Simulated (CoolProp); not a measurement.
A Linde-Hampson liquefier for carbon monoxide: isothermal reversible compression at 280 K from 1 atm to 15 MPa, throttling to 1 atm, return gas leaving the recuperator 10 K below the feed. Each further row changes one setting.

Model: reference Helmholtz-energy equation of state, Lemmon 2006, in CoolProp. It is a short technical equation, of lower accuracy than the large ones.

```csv
case,liquid yield per pass,compression work (kJ/kg of gas)
as stated,(withheld),412
high pressure 30 MPa,0.101,(withheld)
warm-end temperature 310 K,(withheld),(withheld)
warm-end gap 15 K,(withheld),412
```

Fill in the missing entries.


- as stated, liquid yield per pass: 0.063
- high pressure 30 MPa, compression work (kJ/kg of gas): 472
- warm-end temperature 310 K, liquid yield per pass: 0.041
- warm-end temperature 310 K, compression work (kJ/kg of gas): 459
- warm-end gap 15 K, liquid yield per pass: 0.051
